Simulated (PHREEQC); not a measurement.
Dissolve 0.029 mol HF and 0.0016 mol NaF per kg of water at 25 °C. Closed to the air; pH follows from the charge balance.

Computed with PHREEQC (ion-association model, phreeqc.dat).

This is a speciation only: nothing precipitates in the calculation.

**Question.** Estimate the pH, ionic strength.

**Answer.** pH 2.44; ionic strength 0.00545 mol/kgw.

**Question.** In which forms is F present?

**Answer.** HF 81 %, F- 16 %, HF2- 3.1 % of the F.
